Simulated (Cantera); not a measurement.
Cantera run:

```python
import numpy as np
import cantera as ct

gas_names = """
    NO N2 N NO2
""".split()
cond_names = """
    Ta(cr) Ta(L) Ta2O5(s) Ta2O5(L)
""".split()


def load(file, names, dense=False):
    # The tables refer to 1 bar. Condensed volumes are neglected.
    table = {s.name: s for s in ct.Species.list_from_file(file)}
    out = []
    for n in names:
        d = dict(table[n].input_data)
        d["thermo"] = dict(d["thermo"], **{"reference-pressure": 1e5})
        if dense:
            d["equation-of-state"] = {"model": "constant-volume", "density": "1e6 g/cm^3"}
        out.append(ct.Species.from_dict(d))
    return out


species = {s.name: s for s in load("nasa_gas.yaml", gas_names) + load("nasa_condensed.yaml", cond_names)}
# Each term lists the table entries of one substance; the one whose range holds T is used.
reactions = {
    '4 Ta + 10 NO(g) = 2 Ta2O5 + 5 N2(g)':
        [(-4, ['Ta(cr)', 'Ta(L)']), (-10, ['NO']), (2, ['Ta2O5(s)', 'Ta2O5(L)']), (5, ['N2'])],
    '5 N(g) + 2 Ta2O5 = 5 NO2(g) + 4 Ta':
        [(-5, ['N']), (-2, ['Ta2O5(s)', 'Ta2O5(L)']), (5, ['NO2']), (4, ['Ta(cr)', 'Ta(L)'])],
}


def pick(names, T):
    return next(species[n] for n in names if species[n].thermo.min_temp <= T <= species[n].thermo.max_temp)


results = []
for label, terms in reactions.items():
    print(label)
    print("     T/K   dH/kJ  dS/(J/K)   dG/kJ   log10 K")
    for T in [300, 573, 673, 773, 873, 973, 1073, 1173]:
        used = [(nu, pick(names, T)) for nu, names in terms]
        dH = sum(nu * s.thermo.h(T) for nu, s in used) / 1e6
        dS = sum(nu * s.thermo.s(T) for nu, s in used) / 1e3
        dG = dH - T * dS / 1e3
        logK = -dG * 1e6 / (ct.gas_constant * T * np.log(10))
        results.append((label, T, dH, dS, dG, logK, [s.name for _, s in used]))
        print(f"{T:8g} {dH:8.1f} {dS:8.1f} {dG:8.1f} {logK:8.2f}")
```

It prints:

```
4 Ta + 10 NO(g) = 2 Ta2O5 + 5 N2(g)
     T/K   dH/kJ  dS/(J/K)   dG/kJ   log10 K
     300  -5004.6  -1028.9  -4696.0   817.63
     573  -4993.3  -1003.5  -4418.3   402.77
     673  -4987.2   -993.6  -4318.5   335.17
     773  -4980.5   -984.4  -4219.6   285.13
     873  -4973.4   -975.8  -4121.6   246.60
     973  -4966.0   -967.7  -4024.4   216.04
    1073  -4958.2   -960.1  -3928.0   191.22
    1173  -4950.3   -953.1  -3832.4   170.66
5 N(g) + 2 Ta2O5 = 5 NO2(g) + 4 Ta
     T/K   dH/kJ  dS/(J/K)   dG/kJ   log10 K
     300   1899.4    313.3   1805.4  -314.34
     573   1874.1    253.7   1728.8  -157.59
     673   1864.8    238.6   1704.2  -132.27
     773   1855.5    225.7   1681.0  -113.59
     873   1846.2    214.5   1659.0   -99.26
     973   1837.0    204.5   1638.1   -87.94
    1073   1827.8    195.4   1618.1   -78.77
    1173   1818.5    187.2   1599.0   -71.20
```

Source: NASA polynomial tables (part measured, part estimated), evaluated in Cantera. Condensed species are held in their standard states even where they would react or evaporate.
